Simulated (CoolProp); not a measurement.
R22 along the isobar 15 MPa: fugacity coefficient from the reference equation and from simpler models built on Tc = 96.1 °C, pc = 4.990 MPa, ω = 0.221; each cubic takes its own stable root.

Values from CoolProp's reference Helmholtz-energy equation of state, Kamei 1995.

```csv
T (°C),phase,reference
-72.25,liquid,0.001952
-37.55,liquid,0.01201
-2.75,liquid,0.04219
31.95,liquid,0.1030
66.75,liquid,0.1976
101.45,supercritical,0.3177
136.15,supercritical,0.4476
170.95,supercritical,0.5681
205.65,supercritical,0.6663
```

**Question.** How far does each simpler model (van der Waals, Redlich-Kwong, Soave-Redlich-Kwong, Peng-Robinson) lie from the reference over these 9 states: mean and median of the absolute difference, and the worst?

**Answer.** 
- van der Waals: mean 289.5 %, median 46.0 %, worst +1676.6 % at -72.25 °C and 15 MPa
- Redlich-Kwong: mean 29.9 %, median 14.3 %, worst +102.5 % at -72.25 °C and 15 MPa
- Soave-Redlich-Kwong: mean 5.7 %, median 5.8 %, worst +7.1 % at 66.75 °C and 15 MPa
- Peng-Robinson: mean 1.0 %, median 0.8 %, worst +2.0 % at -72.25 °C and 15 MPa
